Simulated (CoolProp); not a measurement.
Saturation properties of fluorine (Tc = -128.7 °C, pc = 5.240 MPa, ω = 0.045).

The numbers come from the reference Helmholtz-energy equation of state, de Reuck 1990 in CoolProp.

| T (°C) | p (MPa) | vapour density (kg/m³) | enthalpy of vaporisation (kJ/kg) | surface tension (mN/m) |
|---|---|---|---|---|
| -182.35 | 0.1874 | [?] | 168.7 | 11.9 |
| -179.45 | 0.2476 | 12.90 | 165.6 | 11.1 |
| -176.65 | 0.3186 | 16.31 | 162.5 | 10.4 |
| -173.75 | 0.4071 | 20.53 | 159.1 | 9.62 |
| -170.85 | 0.5127 | 25.52 | 155.5 | 8.87 |
| -167.95 | [?] | 31.39 | 151.7 | 8.13 |
| -165.05 | 0.7820 | 38.24 | 147.6 | [?] |
| -162.15 | 0.9496 | 46.23 | [?] | 6.69 |
| -159.25 | 1.142 | [?] | 138.7 | [?] |
| -156.35 | 1.360 | [?] | 133.7 | 5.30 |

Some entries are withheld; supply them.


- -182.35, vapour density (kg/m³): 9.958
- -167.95, p (MPa): 0.6370
- -165.05, surface tension (mN/m): 7.40
- -162.15, enthalpy of vaporisation (kJ/kg): 143.3
- -159.25, vapour density (kg/m³): 55.50
- -159.25, surface tension (mN/m): 5.99
- -156.35, vapour density (kg/m³): 66.25

It boils at -188.1 °C under 1 atm.

Surface tension comes from a separate correlation (Mulero 2012).
